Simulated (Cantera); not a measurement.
Input: 1 mol Pb, a varied amount of O2, 0.59 mol H2, held at 7.50 Torr.

Cantera equilibrium calculation (NASA polynomials, part measured and part estimated; ideal gas, pure solids and liquids). Candidate condensed phases: H2O, Pb, PbO, PbO2, Pb3O4; 12 gas species. Each liquid is taken as pure. Mutual solubility and eutectic melting of coexisting phases are not modelled. Rates play no part.

Stable condensed phases, one row left out:

```
T in K \ n(O2) in mol
         0.019 0.029 0.046 0.071  0.11  0.17  0.27  0.41  0.64
   1575      A     A     A     A     A     A     A     A     A
   1375      A     A     A     A     A     A     A     A     B
   1275      C     C     C     C     C     C     C     D     D
   1175      C     C     C     C     C     C     C     D     D
   1075      C     C     C     C     C     C     C     D     D
    975      C     C     C     C     C     C     C     D     D
    875      C     C     C     C     C     C     C     D     D
    775      C     C     C     C     C     C     C     D     D
    675      C     C     C     C     C     C     C     D     D
    575      C     C     C     C     C     C     C     D     D
```

A: gas only; B: PbO; C: Pb; D: Pb + PbO.

Problem. Give the row for 1475 K.

Solution. 0.019: gas only; 0.029: gas only; 0.046: gas only; 0.071: gas only; 0.11: gas only; 0.17: gas only; 0.27: gas only; 0.41: gas only; 0.64: gas only.
